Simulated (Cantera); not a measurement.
# Gas-phase reforming

An isothermal, constant-pressure homogeneous reactor starts with CH4 : CO2 = 1 : 1.2 (molar parts), at 2200 K and 270 Torr.

Model: GRI-Mech 3.0 (53 species, 325 reactions), integrated in Cantera.

```tsv
t (s)	x CH4	x CO2	x CH2	x CH3	x CO
4.00e-6	0.444	0.543	7.40e-6	0.00798	0.000173
1.24e-5	0.413	0.535	4.45e-5	0.0217	0.00129
3.83e-5	0.254	0.471	1.00e-4	0.0300	0.0184
0.000119	0.0860	0.330	7.03e-5	0.0125	0.0894
0.000367	0.0191	0.169	5.41e-5	0.00386	0.233
0.00114	0.00681	0.0609	4.46e-5	0.00185	0.369
0.00352	0.00466	0.0312	2.41e-5	0.00117	0.446
0.0109	0.00199	0.0147	9.50e-6	0.000494	0.495
0.0337	0.000263	0.00907	1.33e-6	6.81e-5	0.512
0.104	9.66e-9	0.00870	5.42e-11	2.64e-9	0.513
0.323	1.83e-9	0.00870	1.04e-11	5.00e-10	0.513
1.00	1.83e-9	0.00870	1.04e-11	5.00e-10	0.513
```
x: mole fraction; the columns are a selection and need not sum to one.

Equilibrium at this temperature and pressure: CH4 2.06e-9, CO2 0.00870, CH2 1.17e-11, CH3 5.63e-10, CO 0.513 (gas phase only).
